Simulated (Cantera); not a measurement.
What does this Cantera script print?

```python
import numpy as np
import cantera as ct

gas = ct.Solution("gri30.yaml")
gas.TPX = 1873, 13332, {'C2H6': 1, 'N2': 46}
inlet = ct.Reservoir(gas, clone=True)

reactor = ct.IdealGasConstPressureReactor(gas, energy="off", clone=False)
exhaust = ct.Reservoir(gas, clone=True)
tau = [2.1, 0.81, 0.32, 0.12, 0.048, 0.019, 0.0074, 0.0029, 0.0011, 0.00044][0]
for a, b in ((inlet, reactor), (reactor, exhaust)):
    ct.MassFlowController(a, b, mdot=lambda t: reactor.mass / tau)
net = ct.ReactorNet([reactor])
show = ['C2H6', 'CH4', 'C2H4', 'C2H', 'H']

rows = []
print(f"{'tau/s':>10s}{'T/K':>9s}" + "".join(f"{s:>11s}" for s in show))
for tau in [2.1, 0.81, 0.32, 0.12, 0.048, 0.019, 0.0074, 0.0029, 0.0011, 0.00044]:
    net.initial_time = 0.0
    net.advance(30 * tau)
    before = gas.X
    net.advance(40 * tau)
    drift = np.max(np.abs(gas.X - before) / (gas.X + 1e-9))
    rows.append([gas.T, *gas[show].X, drift])
    print(f"{tau:10.3e}{gas.T:9.1f}" + "".join(f"{x:11.3e}" for x in gas[show].X))
```

Output:

```
     tau/s      T/K       C2H6        CH4       C2H4        C2H          H
 2.100e+00   1873.0  3.941e-07  3.677e-04  4.177e-06  2.375e-06  4.122e-04
 8.100e-01   1873.0  9.938e-07  5.365e-04  8.008e-06  2.586e-06  4.438e-04
 3.200e-01   1873.0  2.430e-06  7.564e-04  1.664e-05  2.848e-06  4.843e-04
 1.200e-01   1873.0  6.208e-06  1.068e-03  3.786e-05  3.181e-06  5.361e-04
 4.800e-02   1873.0  1.486e-05  1.460e-03  8.305e-05  3.536e-06  5.913e-04
 1.900e-02   1873.0  3.582e-05  1.978e-03  1.839e-04  3.940e-06  6.537e-04
 7.400e-03   1873.0  8.732e-05  2.637e-03  4.072e-04  4.397e-06  7.246e-04
 2.900e-03   1873.0  2.104e-04  3.377e-03  8.710e-04  4.872e-06  8.018e-04
 1.100e-03   1873.0  5.194e-04  4.064e-03  1.814e-03  5.270e-06  8.812e-04
 4.400e-04   1873.0  1.210e-03  4.309e-03  3.322e-03  5.282e-06  9.358e-04
```

Model: GRI-Mech 3.0 (53 species, 325 reactions), integrated in Cantera. GRI-Mech 3.0 stops at C3 and has no aromatics, soot or wall deposition, so with more carbon than oxygen in the feed, carbon stays in small species such as C2H2 where larger ones or solid carbon would form.
